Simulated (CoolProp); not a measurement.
Vapour-liquid equilibrium of R1234yf (1) + R227EA (2) at 65.35 °C; x and y are mole fractions of (1).

Model: multi-fluid Helmholtz-energy mixture model, Lemmon 2022 and Lemmon 2016; pair parameters Bell 2016, in CoolProp.

| x | bubble pressure, mixture model (MPa) | bubble pressure, Raoult's law (MPa) | y, mixture model | y, Raoult's law |
|---|---|---|---|---|
| 0.05 | 1.361 | 1.361 | 0.061 | 0.068 |
| 0.125 | 1.399 | 1.400 | 0.150 | 0.165 |
| 0.2 | 1.437 | 1.438 | 0.235 | 0.257 |
| 0.275 | 1.474 | 1.477 | 0.317 | 0.344 |
| 0.35 | 1.512 | 1.515 | 0.396 | 0.427 |
| 0.425 | 1.549 | 1.554 | 0.473 | 0.506 |
| 0.5 | 1.587 | 1.592 | 0.548 | 0.581 |
| 0.575 | 1.625 | 1.631 | 0.621 | 0.652 |
| 0.65 | 1.663 | 1.669 | 0.692 | 0.720 |
| 0.725 | 1.702 | 1.708 | 0.761 | 0.785 |
| 0.8 | 1.741 | 1.746 | 0.828 | 0.847 |
| 0.875 | 1.781 | 1.785 | 0.894 | 0.906 |
| 0.95 | 1.822 | 1.823 | 0.958 | 0.963 |

The largest gap from Raoult's law is -0.4 % in bubble pressure, at x = 0.65. No azeotrope shows between x = 0.05 and 0.95.

The pair parameters rest on a limited set of measurements; away from them the model extrapolates.
